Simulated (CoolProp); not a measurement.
Vapour-liquid equilibrium of C2F6 (R116) (1) + R22 (2) at -24.45 °C; x and y are mole fractions of (1).

Computed with CoolProp (multi-fluid Helmholtz-energy mixture model, Lemmon 2006 and Kamei 1995; pair parameters Bell 2016).

```tsv
x	bubble pressure, mixture model (MPa)	bubble pressure, Raoult's law (MPa)	y, mixture model	y, Raoult's law
0.05	0.3557	0.2413	0.425	0.189
0.15	0.5479	0.3119	0.638	0.439
0.25	0.6517	0.3825	0.706	0.596
0.35	0.7112	0.4532	0.740	0.705
0.45	0.7514	0.5238	0.764	0.784
0.55	0.7849	0.5944	0.786	0.844
0.65	0.8173	0.6650	0.812	0.892
0.75	0.8498	0.7357	0.847	0.930
0.85	0.8805	0.8063	0.893	0.962
0.95	0.9048	0.8769	0.958	0.988
```

The largest gap from Raoult's law is +75.7 % in bubble pressure, at x = 0.15. No azeotrope shows between x = 0.05 and 0.95.

The pair parameters rest on a limited set of measurements; away from them the model extrapolates. With so large a gap from Raoult's law the liquid may split in two, which this calculation doesn't test in full.
